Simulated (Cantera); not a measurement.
An adiabatic, constant-pressure homogeneous reactor starts with CH4 : O2 : N2 : CO2 = 1 : 3.33 : 12.5 : 3.3 (molar parts), equivalence ratio 0.60, at 1798 K and 48000 Pa. Integrator tolerance rtol = 1e-08.

Detailed kinetics in Cantera: GRI-Mech 3.0 (53 species, 325 reactions).

| quantity | before | after |
|---|---|---|
| time of steepest temperature rise | 0.256 ms | 19.2 µs |
| temperature at 2.00 s | 2442 K | 2570 K |
| equilibrium temperature | 2442 K | 2570 K |
| x(CH4) at 2.00 s | <1e-12 (gas-phase equilibrium <1e-12) | <1e-12 (gas-phase equilibrium <1e-12) |
| x(O2) at 2.00 s | 0.0697 (gas-phase equilibrium 0.0697) | 0.0636 (gas-phase equilibrium 0.0636) |
| x(CO2) at 2.00 s | 0.182 (gas-phase equilibrium 0.182) | 0.198 (gas-phase equilibrium 0.198) |
| x(C2H2) at 2.00 s | <1e-12 (gas-phase equilibrium <1e-12) | <1e-12 (gas-phase equilibrium <1e-12) |
| x(HO2) at 2.00 s | 4.21e-6 (gas-phase equilibrium 4.21e-6) | 1.20e-5 (gas-phase equilibrium 1.20e-5) |
| x(H2O) at 2.00 s | 0.0893 (gas-phase equilibrium 0.0893) | 0.0936 (gas-phase equilibrium 0.0936) |
| x(NO) at 2.00 s | 0.0105 (gas-phase equilibrium 0.0105) | 0.0126 (gas-phase equilibrium 0.0126) |

Problem. Name the change that produced these shifts.
A) initial temperature 1798 to 1325 K
B) N2 12.5 to 21 parts
C) pressure from 48000 Pa to 1000000 Pa
D) pressure from 48000 Pa to 1500000 Pa

Solution. C, pressure from 48000 Pa to 1000000 Pa
